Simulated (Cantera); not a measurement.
Charge: 1 mol Si, 0.27 mol CO2, 9.6 mol CO, held at 6.50 mbar.

Cantera equilibrium calculation (NASA polynomials, part measured and part estimated; ideal gas, pure solids and liquids). Candidate condensed phases: C, Si, SiC, SiO2; 20 gas species. Mutual solubility and eutectic melting of coexisting phases are not modelled. The tables hold silica as quartz up to 1696 K and as liquid above; real silica turns to tridymite and cristobalite and melts near 1996 K. Rates play no part.

### Question
Which condensed phases are stable at each of these points (T (K)): 1175, 1250, 1325, 1400, 1475, 1550, 1625, 1700, 1775, 1850?

### Answer
```json
[
 {"T (K)": "1175", "condensed phases": "C(graphite) + SiO2(β-quartz)", "Si condensed (%)": "100.0"},
 {"T (K)": "1250", "condensed phases": "C(graphite) + SiO2(β-quartz)", "Si condensed (%)": "100.0"},
 {"T (K)": "1325", "condensed phases": "C(graphite) + SiO2(β-quartz)", "Si condensed (%)": "100.0"},
 {"T (K)": "1400", "condensed phases": "C(graphite) + SiO2(β-quartz)", "Si condensed (%)": "99.6"},
 {"T (K)": "1475", "condensed phases": "SiC(s) + SiO2(β-quartz)", "Si condensed (%)": "94.9"},
 {"T (K)": "1550", "condensed phases": "SiC(s) + SiO2(β-quartz)", "Si condensed (%)": "65.1"},
 {"T (K)": "1625", "condensed phases": "SiC(s)", "Si condensed (%)": "36.5"},
 {"T (K)": "1700", "condensed phases": "SiC(s)", "Si condensed (%)": "36.5"},
 {"T (K)": "1775", "condensed phases": "SiC(s)", "Si condensed (%)": "36.5"},
 {"T (K)": "1850", "condensed phases": "SiC(s)", "Si condensed (%)": "36.4"}
]
```

From 1175 K to 1400 K the condensed part is C(graphite) + SiO2(β-quartz). From 1475 K to 1550 K the condensed part is SiC(s) + SiO2(β-quartz). From 1625 K to 1850 K the condensed part is SiC(s).
